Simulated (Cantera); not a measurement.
An isothermal, constant-pressure homogeneous reactor starts with H2 : O2 : N2 = 1.4 : 1 : 0.54 (molar parts), equivalence ratio 0.70, at 800 K and 0.132 atm.

Detailed kinetics in Cantera: the H2/O2 subset of GRI-Mech 3.0, which has no nitrogen chemistry. Radical loss at walls, strong at low pressure, is not modelled. Below about 950 K walls govern HO2 and H2O2 in real vessels. The temperature is held fixed by assumption; the heat of reaction is taken as removed at once.

Question: Predict: x(H2) at 4.00 s; x(O2) at 4.00 s; x(H2O2) at 4.00 s; x(H) at 4.00 s.

Answer: 
- x(H2) at 4.00 s: 0.393 (gas-phase equilibrium <1e-12)
- x(O2) at 4.00 s: 0.304 (gas-phase equilibrium 0.134)
- x(H2O2) at 4.00 s: 0.000151 (gas-phase equilibrium 9.69e-12)
- x(H) at 4.00 s: 4.89e-9 (gas-phase equilibrium <1e-12)
